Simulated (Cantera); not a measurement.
Charge: 1 mol C₃H₆, 2.6 mol H₂, 0.64 mol CO₂, at 130 Pa.

These are equilibrium values from Cantera (NASA tables, ideal gas, pure condensed phases), not measurements of a reactor. Candidate condensed phases: C, C₆H₆, C₇H₈, C₈H₁₈, H₂O; 131 gas species. Ions and electrons are included (thermal ionisation). The numbers say what is thermodynamically allowed, not how fast it happens.

x: gas mole fraction; n: condensed amount in mol.

```
T (K)    x H      x H₂       x C    x CO      x C₃       x O     x C₂  n C(graphite)
-----  -----  --------  --------  ------  --------  --------  -------  -------------
2500   0.444     0.406  0.000128   0.145  0.000382  3.03e-10        ?           2.26
3000   0.790    0.0326    0.0223  0.0982    0.0448   7.67e-9  0.00796              0
3500   0.765   0.00218     0.132  0.0879   0.00433   6.22e-7  0.00840              0
4000   0.755  0.000292     0.157  0.0863   2.31e-5   5.77e-5        ?              0
4500   0.753   6.16e-5     0.161  0.0839   2.74e-7   0.00219        ?              0
5000   0.735   1.70e-5     0.180  0.0580   1.07e-8    0.0260        ?              0
```

Fill in the missing entries.


- 2500, x C₂: 3.52e-5
- 4000, x C₂: 0.000861
- 4500, x C₂: 0.000115
- 5000, x C₂: 2.81e-5
